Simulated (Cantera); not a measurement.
# Thermodynamics of hydrogen reduction and annealing atmospheres, feed Fe₃O₄ + H₂

Input: 1 mol Fe₃O₄, 8 mol H₂, held at 21000 Pa.

Cantera equilibrium calculation (NASA polynomials, part measured and part estimated; ideal gas, pure solids and liquids). Candidate condensed phases: Fe, FeO, Fe(OH)₂, Fe(OH)₃, Fe₂O₃, Fe₃O₄, H₂O; 12 gas species. Each liquid is taken as pure. Mutual solubility and eutectic melting of coexisting phases are not modelled. The tables' stoichiometric FeO is somewhat more stable than real wüstite, so its field is too wide. FeO: taken at fixed stoichiometry. The numbers say what is thermodynamically allowed, not how fast it happens.

From 1348 K to 1648 K the condensed part is Fe(γ) + FeO(s). From 1723 K to 1798 K the condensed part is Fe(δ) + FeO(l). From 1873 K to 2023 K the condensed part is Fe(l) + FeO(l). The main Fe-bearing gas is Fe(OH)₂ at 1348 K and Fe at 2023 K.

```json
[
 {"T (K)": "1348", "log p H₂": "-0.81", "log p H₂O": "-1.26", "log p H": "-6.04", "log p Fe": "-8.39", "log p OH": "-8.29", "log p Fe(OH)₂": "-6.78", "n Fe(γ)": "1.08", "n FeO(s)": "1.92", "n Fe(δ)": "0", "n FeO(l)": "0", "n Fe(l)": "0"},
 {"T (K)": "1423", "log p H₂": "-0.82", "log p H₂O": "-1.23", "log p H": "-5.59", "log p Fe": "-7.57", "log p OH": "-7.66", "log p Fe(OH)₂": "-6.38", "n Fe(γ)": "1.23", "n FeO(s)": "1.77", "n Fe(δ)": "0", "n FeO(l)": "0", "n Fe(l)": "0"},
 {"T (K)": "1498", "log p H₂": "-0.83", "log p H₂O": "-1.21", "log p H": "-5.18", "log p Fe": "-6.84", "log p OH": "-7.11", "log p Fe(OH)₂": "-6.03", "n Fe(γ)": "1.36", "n FeO(s)": "1.64", "n Fe(δ)": "0", "n FeO(l)": "0", "n Fe(l)": "0"},
 {"T (K)": "1573", "log p H₂": "-0.84", "log p H₂O": "-1.19", "log p H": "-4.81", "log p Fe": "-6.18", "log p OH": "-6.60", "log p Fe(OH)₂": "-5.71", "n Fe(γ)": "1.47", "n FeO(s)": "1.53", "n Fe(δ)": "0", "n FeO(l)": "0", "n Fe(l)": "0"},
 {"T (K)": "1648", "log p H₂": "-0.85", "log p H₂O": "-1.17", "log p H": "-4.47", "log p Fe": "-5.58", "log p OH": "-6.14", "log p Fe(OH)₂": "-5.42", "n Fe(γ)": "1.58", "n FeO(s)": "1.42", "n Fe(δ)": "0", "n FeO(l)": "0", "n Fe(l)": "0"},
 {"T (K)": "1723", "log p H₂": "-0.84", "log p H₂O": "-1.18", "log p H": "-4.16", "log p Fe": "-5.04", "log p OH": "-5.75", "log p Fe(OH)₂": "-5.21", "n Fe(γ)": "0", "n FeO(s)": "0", "n Fe(δ)": "1.54", "n FeO(l)": "1.46", "n Fe(l)": "0"},
 {"T (K)": "1798", "log p H₂": "-0.84", "log p H₂O": "-1.18", "log p H": "-3.87", "log p Fe": "-4.54", "log p OH": "-5.40", "log p Fe(OH)₂": "-5.03", "n Fe(γ)": "0", "n FeO(s)": "0", "n Fe(δ)": "1.50", "n FeO(l)": "1.50", "n Fe(l)": "0"},
 {"T (K)": "1873", "log p H₂": "-0.84", "log p H₂O": "-1.18", "log p H": "-3.61", "log p Fe": "-4.10", "log p OH": "-5.06", "log p Fe(OH)₂": "-4.85", "n Fe(γ)": "0", "n FeO(s)": "0", "n Fe(δ)": "0", "n FeO(l)": "1.48", "n Fe(l)": "1.52"},
 {"T (K)": "1948", "log p H₂": "-0.85", "log p H₂O": "-1.18", "log p H": "-3.37", "log p Fe": "-3.70", "log p OH": "-4.74", "log p Fe(OH)₂": "-4.68", "n Fe(γ)": "0", "n FeO(s)": "0", "n Fe(δ)": "0", "n FeO(l)": "1.46", "n Fe(l)": "1.53"},
 {"T (K)": "2023", "log p H₂": "-0.85", "log p H₂O": "-1.18", "log p H": "-3.15", "log p Fe": "-3.33", "log p OH": "-4.45", "log p Fe(OH)₂": "-4.53", "n Fe(γ)": "0", "n FeO(s)": "0", "n Fe(δ)": "0", "n FeO(l)": "1.44", "n Fe(l)": "1.54"}
]
```
log p: log10 of the partial pressure in bar; n: condensed amount in mol.
